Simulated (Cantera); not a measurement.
A Cantera script and what it prints.

```python
import numpy as np
import cantera as ct

gas_names = """
    C CH CH2 CH3 CH4 CN C2 C2H C2H2,acetylene C2H2,vinylidene C2H3,vinyl CH3CN C2H4 C2H5 C2H6 CCN CNC
    C2N2 C3 C3H3,propargyl C3H4,allene C3H4,propyne C3H4,cyclo- C3H5,allyl C3H6,propylene C3H6,cyclo-
    C3H7,n-propyl C3H7,i-propyl C3H8 C4 C4H2 C4H4,1,3-cyclo- C4H6,butadiene C4H6,2-butyne C4H6,cyclo-
    C4H8,1-butene C4H8,cis2-buten C4H8,tr2-butene C4H8,isobutene C4H8,cyclo- C4H9,n-butyl C4H9,i-butyl
    C4H9,s-butyl C4H9,t-butyl C4H10,isobutane C4H10,n-butane C4N2 C5 C5H6,1,3cyclo- C5H8,cyclo-
    C5H10,1-pentene C5H10,cyclo- C5H11,pentyl C5H11,t-pentyl C5H12,n-pentane C5H12,i-pentane
    CH3C(CH3)2CH3 C6H2 C6H5,phenyl C6H6 C6H10,cyclo- C6H12,1-hexene C6H12,cyclo- C6H13,n-hexyl
    C7H7,benzyl C7H8 C7H14,1-heptene C7H15,n-heptyl C7H16,n-heptane C8H8,styrene C8H10,ethylbenz
    C8H16,1-octene C8H17,n-octyl C8H18,isooctane C8H18,n-octane C9H19,n-nonyl C10H8,naphthale
    C10H21,n-decyl C12H9,o-bipheny C12H10,bipheny H HCN HCCN HNC H2 N NH NH2 NH3 N2 N2H2 N2H4
""".split()
cond_names = """
    C(gr) C6H6(L) C7H8(L) C8H18(L),n-octa
""".split()


def load(file, names, dense=False):
    # The tables refer to 1 bar. Condensed volumes are neglected.
    table = {s.name: s for s in ct.Species.list_from_file(file)}
    out = []
    for n in names:
        d = dict(table[n].input_data)
        d["thermo"] = dict(d["thermo"], **{"reference-pressure": 1e5})
        if dense:
            d["equation-of-state"] = {"model": "constant-volume", "density": "1e6 g/cm^3"}
        out.append(ct.Species.from_dict(d))
    return out


gas = ct.Solution(thermo="ideal-gas", species=load("nasa_gas.yaml", gas_names))
cond = {s.name: ct.Solution(thermo="fixed-stoichiometry", species=[s], name=s.name)
        for s in load("nasa_condensed.yaml", cond_names, dense=True)}
atoms = {
    'n-butane': {'C': 4, 'H': 10},
    'H2': {'H': 2},
    'N2': {'N': 2},
    'NH3': {'N': 1, 'H': 3},
}
top_T = {'C(gr)': 4500}  # K; cautious upper limits of use, not melting points


def equilibrate(T, P, feed):
    n = {}
    for name, mol in feed.items():
        for a, k in atoms[name].items():
            n[a] = n.get(a, 0.0) + k * mol
    gas.TPX = T, P, n
    mass = sum(n.values()) * gas.mean_molecular_weight
    gas.equilibrate("TP")
    valid = [c for c in cond.values() if c.min_temp <= T <= top_T.get(c.name, c.max_temp)]
    mix = ct.Mixture([(gas, mass / gas.mean_molecular_weight)] + [(c, 0.0) for c in valid])
    mix.T, mix.P = T, P
    mix.equilibrate("TP", solver="vcs", rtol=1e-11, max_steps=5000)
    return mix


results = []
feed = {'n-butane': 1, 'H2': 4.9, 'N2': 2.4, 'NH3': 0.004}  # mol
P = 3100000  # Pa
for T in [1448, 1548, 1648, 1748, 1848, 1948, 2048, 2148, 2248, 2348]:
    mix = equilibrate(T, P, feed)
    results.append((T, P, feed, dict(zip(mix.species_names, mix.species_moles))))
    x = sorted(zip(gas.X, gas.species_names), reverse=True)
    print(f"T = {T:g} K  P = {P:g} Pa  gas = {mix.phase_moles(0):.4g} mol")
    print("   x: " + "  ".join(f"{s} {v:.3e}" for v, s in x if v > 0.001))
    print("   condensed (mol): " + ("  ".join(f"{mix.phase(i).name} {mix.phase_moles(i):.4g}"
          for i in range(1, mix.n_phases) if mix.phase_moles(i) > 1e-12) or "none"))
```

It prints:

```
T = 1448 K  P = 3.1e+06 Pa  gas = 11.65 mol
   x: H2 7.370e-01  N2 2.058e-01  CH4 5.618e-02
   condensed (mol): C(gr) 3.341
T = 1548 K  P = 3.1e+06 Pa  gas = 11.87 mol
   x: H2 7.602e-01  N2 2.019e-01  CH4 3.675e-02
   condensed (mol): C(gr) 3.555
T = 1648 K  P = 3.1e+06 Pa  gas = 12 mol
   x: H2 7.741e-01  N2 1.994e-01  CH4 2.489e-02  HCN 1.073e-03
   condensed (mol): C(gr) 3.685
T = 1748 K  P = 3.1e+06 Pa  gas = 12.09 mol
   x: H2 7.826e-01  N2 1.975e-01  CH4 1.746e-02  HCN 1.859e-03
   condensed (mol): C(gr) 3.761
T = 1848 K  P = 3.1e+06 Pa  gas = 12.15 mol
   x: H2 7.875e-01  N2 1.960e-01  CH4 1.267e-02  HCN 3.029e-03
   condensed (mol): C(gr) 3.8
T = 1948 K  P = 3.1e+06 Pa  gas = 12.19 mol
   x: H2 7.901e-01  N2 1.945e-01  CH4 9.469e-03  HCN 4.684e-03
   condensed (mol): C(gr) 3.811
T = 2048 K  P = 3.1e+06 Pa  gas = 12.22 mol
   x: H2 7.910e-01  N2 1.928e-01  CH4 7.270e-03  HCN 6.925e-03
   condensed (mol): C(gr) 3.797
T = 2148 K  P = 3.1e+06 Pa  gas = 12.24 mol
   x: H2 7.902e-01  N2 1.909e-01  HCN 9.846e-03  CH4 5.710e-03  C2H2,acetylene 1.513e-03
   condensed (mol): C(gr) 3.759
T = 2248 K  P = 3.1e+06 Pa  gas = 12.25 mol
   x: H2 7.880e-01  N2 1.886e-01  HCN 1.353e-02  CH4 4.573e-03  C2H2,acetylene 2.610e-03  H 1.171e-03  HNC 1.146e-03
   condensed (mol): C(gr) 3.694
T = 2348 K  P = 3.1e+06 Pa  gas = 12.27 mol
   x: H2 7.840e-01  N2 1.858e-01  HCN 1.802e-02  C2H2,acetylene 4.284e-03  CH4 3.722e-03  H 1.964e-03  HNC 1.751e-03
   condensed (mol): C(gr) 3.599
```

These are equilibrium values from Cantera (NASA tables, ideal gas, pure condensed phases), not measurements of a reactor. The ideal-gas law is rough above about 30 bar.
